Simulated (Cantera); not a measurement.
**Equilibrium for fluorocarbon and chlorocarbon gases: CH₃F + CH₄ + H₂**

Input: 1 mol CH₃F, 1.3 mol CH₄, 0.38 mol H₂, held at 1000 Pa.

Method: chemical equilibrium by Gibbs-energy minimisation in Cantera with the NASA 1993 tables (ideal gas, pure condensed phases). Candidate condensed phases: C, C₆H₆, C₇H₈, C₈H₁₈; 110 gas species. Ions and electrons are included (thermal ionisation). The numbers say what is thermodynamically allowed, not how fast it happens.

| T (K) | x H₂ | x H | x HF | x C | x F | x C₃ | x C₂ | x C₂H₂ (acetylene) | n C(graphite) |
|---|---|---|---|---|---|---|---|---|---|
| 2000 | 0.786 | 0.0144 | 0.199 | 3.04e-9 | 1.50e-6 | 2.77e-9 | 2.34e-10 | 0.000604 | 2.29 |
| 2250 | 0.739 | 0.0639 | 0.194 | 3.64e-7 | 1.70e-5 | 6.50e-7 | 5.72e-8 | 0.00247 | 2.27 |
| 2500 | 0.615 | 0.197 | 0.181 | 1.66e-5 | 0.000121 | 4.97e-5 | 4.58e-6 | 0.00665 | 2.22 |
| 2750 | 0.397 | 0.431 | 0.156 | 0.000378 | 0.000640 | 0.00169 | 0.000163 | 0.0112 | 2.10 |
| 3000 | 0.168 | 0.647 | 0.123 | 0.00507 | 0.00294 | 0.0312 | 0.00317 | 0.0105 | 1.16 |
| 3250 | 0.0529 | 0.738 | 0.0923 | 0.0247 | 0.0121 | 0.0579 | 0.0114 | 0.00189 | 0 |
| 3500 | 0.0167 | 0.763 | 0.0578 | 0.0685 | 0.0356 | 0.0358 | 0.0174 | 0.000190 | 0 |
| 3750 | 0.00556 | 0.748 | 0.0246 | 0.131 | 0.0609 | 0.0116 | 0.0157 | 1.48e-5 | 0 |
| 4000 | 0.00212 | 0.735 | 0.00879 | 0.170 | 0.0736 | 0.00172 | 0.00772 | 8.53e-7 | 0 |
| 4250 | 0.000928 | 0.732 | 0.00323 | 0.182 | 0.0785 | 0.000196 | 0.00299 | 5.11e-8 | 0 |
| 4500 | 0.000447 | 0.731 | 0.00128 | 0.185 | 0.0803 | 2.51e-5 | 0.00118 | 3.88e-9 | 0 |
| 4750 | 0.000232 | 0.731 | 0.000554 | 0.187 | 0.0810 | 3.85e-6 | 0.000505 | 3.79e-10 | 0 |
| 5000 | 0.000129 | 0.731 | 0.000259 | 0.187 | 0.0813 | 7.07e-7 | 0.000233 | 4.64e-11 | 0 |
x: gas mole fraction; n: condensed amount in mol.

From 2000 K to 3000 K the condensed part is C(graphite). From 3250 K to 5000 K nothing is condensed. The main C-bearing gas is C₂H₂ (acetylene) at 2000 K and C at 5000 K.
